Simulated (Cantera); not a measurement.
What does this Cantera script print?

```python
import numpy as np
import cantera as ct

gas_names = """
    C CN CO CO2 C2 CCN CNC C2N2 C2O C3 C3O2 C4 C4N2 C5 Cu CuO Cu2 N NCO NO NO2 NO3 N2 N2O O O2 O3
""".split()
cond_names = """
    C(gr) Cu(cr) Cu(L) CuO(s) Cu2O(s) Cu2O(L)
""".split()


# ... load() reads the species with a 1 bar reference pressure and builds the phases ...
atoms = {
    'Cu': {'Cu': 1},
    'CO2': {'C': 1, 'O': 2},
    'N2': {'N': 2},
}
top_T = {'C(gr)': 4500, 'CuO(s)': 1390}  # K; cautious upper limits of use, not melting points


# ... equilibrate(T, P, feed) seeds the gas with the atoms and calls Mixture.equilibrate('TP', solver="vcs", rtol=1e-11, max_steps=5000) ...
results = []
feed = {'Cu': 1, 'CO2': 28, 'N2': 51}  # mol
T = 1725  # K
P = 26000  # Pa
mix = equilibrate(T, P, feed)
results.append((T, P, feed, dict(zip(mix.species_names, mix.species_moles))))
x = sorted(zip(gas.X, gas.species_names), reverse=True)
print(f"T = {T:g} K  P = {P:g} Pa  gas = {mix.phase_moles(0):.4g} mol")
print("   x: " + "  ".join(f"{s} {v:.3e}" for v, s in x if v > 0.0001))
print("   condensed (mol): " + ("  ".join(f"{mix.phase(i).name} {mix.phase_moles(i):.4g}"
      for i in range(1, mix.n_phases) if mix.phase_moles(i) > 1e-12) or "none"))
```

Output:

```
T = 1725 K  P = 26000 Pa  gas = 79.15 mol
   x: N2 6.443e-01  CO2 3.517e-01  CO 2.064e-03  O2 9.335e-04  Cu 8.416e-04  NO 1.921e-04
   condensed (mol): Cu(L) 0.9331
```

Method: chemical equilibrium by Gibbs-energy minimisation in Cantera with the NASA 1993 tables (ideal gas, pure condensed phases).
